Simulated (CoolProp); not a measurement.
Properties of n-decane at several states.

Computed with CoolProp (reference Helmholtz-energy equation of state, Lemmon 2006). It is a short technical equation, of lower accuracy than the large ones.

| T (K) | p (bar) | phase | Z | cv (kJ/(kg K)) | isothermal compressibility (1/MPa) |
|---|---|---|---|---|---|
| 485.4 | 0.223 | gas | 0.9904 | 2.394 | 45.28 |
| 585.3 | 2.74 | gas | 0.9401 | 2.764 | 3.894 |
| 382.3 | 0.964 | liquid | 0.006538 | 2.113 | 0.002127 |
| 345.1 | 0.33 | liquid | 0.002372 | 1.961 | 0.001579 |
| 427.1 | 7.93 | liquid | 0.05096 | 2.293 | 0.003127 |
| 262.8 | 2.2 | liquid | 0.01900 | 1.641 | 0.0008759 |
